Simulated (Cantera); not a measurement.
A closed system holds: 1 mol Fe2O3, 1.1 mol SO3, 0.28 mol O2, equilibrated at 100000 Pa.

These are equilibrium values from Cantera (NASA tables, ideal gas, pure condensed phases), not measurements of a reactor. Candidate condensed phases: Fe, FeO, FeS, FeSO4, FeS2, Fe2O3, Fe2(SO4)3, Fe3O4, S; 12 gas species. Kinetics and transport are ignored. All values below are at 1400 K.

Base state: SO2 0.553, O2 0.423, SO3 0.0233 (mole fractions); condensed: Fe2O3(s).

Question: What changes in the equilibrium state with this change: Fe2O3 replaced by FeS?

Answer: 
```tsv
species	before	after
SO2	0.553	0.902
S2	<1e-9	0.0878
S2O	<1e-9	0.00783
O2	0.423	<1e-9
SO3	0.0233	1.48e-6
SO	5.30e-8	0.00222
Fe2O3(s), mol	1.00	0
FeS(s), mol	0	0.318
Fe3O4(s), mol	0	0.227
```
Mutual solubility and eutectic melting of coexisting phases are not modelled. FeS: taken at fixed stoichiometry.
